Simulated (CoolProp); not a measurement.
Computed with CoolProp (reference Helmholtz-energy equation of state, Platzer 1990). This equation is an older, rougher fit.

For c-C4F8 (RC318), give the phase and the Joule-Thomson coefficient (K/MPa), viscosity (µPa s) at 500 K and 0.518 bar; 500 K and 13.9 bar.


- 500 K and 0.518 bar: gas; Joule-Thomson coefficient 3.82, viscosity 19.0
- 500 K and 13.9 bar: gas; Joule-Thomson coefficient 4.05, viscosity 20.0

Viscosity comes from a separate model (Huber 2003), an estimate that may be off by 10 % or more.
